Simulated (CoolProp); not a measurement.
Computed with CoolProp (reference Helmholtz-energy equation of state, Zhou 2012).

### Question
For ethylbenzene, give the phase and the cv (kJ/(kg K)), speed of sound (m/s) at 620 K and 0.0652 MPa; 620 K and 3.98 MPa; 620 K and 9.06 MPa.

### Answer
- 620 K and 0.0652 MPa: gas; cv 2.20, speed of sound 223
- 620 K and 3.98 MPa: supercritical; cv 2.40, speed of sound 126
- 620 K and 9.06 MPa: supercritical; cv 2.31, speed of sound 355
